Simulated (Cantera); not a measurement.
Input: 1 mol SiH4, 0.094 mol O3, 0.3 mol H2, held at 0.230 bar.

These are equilibrium values from Cantera (NASA tables, ideal gas, pure condensed phases), not measurements of a reactor. Candidate condensed phases: H2O, Si, SiO2; 18 gas species. Mutual solubility and eutectic melting of coexisting phases are not modelled. Rates play no part.

Question: Which condensed phases are stable at each of these points (T (K)): 773, 798, 823, 848, 873, 898, 923, 948, 973, 998, 1023, 1048, 1073?

Answer: 
```
T (K)        condensed phases  Si condensed (%)
-----  ----------------------  ----------------
773    Si(s) + SiO2(α-quartz)             100.0
798    Si(s) + SiO2(α-quartz)             100.0
823    Si(s) + SiO2(α-quartz)             100.0
848    Si(s) + SiO2(β-quartz)             100.0
873    Si(s) + SiO2(β-quartz)             100.0
898    Si(s) + SiO2(β-quartz)             100.0
923    Si(s) + SiO2(β-quartz)             100.0
948    Si(s) + SiO2(β-quartz)             100.0
973    Si(s) + SiO2(β-quartz)             100.0
998    Si(s) + SiO2(β-quartz)             100.0
1023   Si(s) + SiO2(β-quartz)             100.0
1048   Si(s) + SiO2(β-quartz)             100.0
1073   Si(s) + SiO2(β-quartz)             100.0
```

From 773 K to 823 K the condensed part is Si(s) + SiO2(α-quartz). From 848 K to 1073 K the condensed part is Si(s) + SiO2(β-quartz).
